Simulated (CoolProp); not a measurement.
Properties of R365MFC along the isobar 1350 kPa (Tc = 460.0 K, pc = 3266 kPa, ω = 0.377).

Computed with CoolProp (reference Helmholtz-energy equation of state, Lemmon 2016).

```tsv
T (K)	phase	speed of sound (m/s)	isothermal compressibility (1/MPa)
393.6	liquid	377.1	0.009545
406.9	liquid	320.6	0.01426
420.2	gas	120.0	1.076
433.5	gas	127.7	0.9899
446.8	gas	134.0	0.9389
460.1	gas	139.3	0.9048
473.4	gas	144.1	0.8802
486.7	gas	148.5	0.8615
500	gas	152.6	0.8465
```
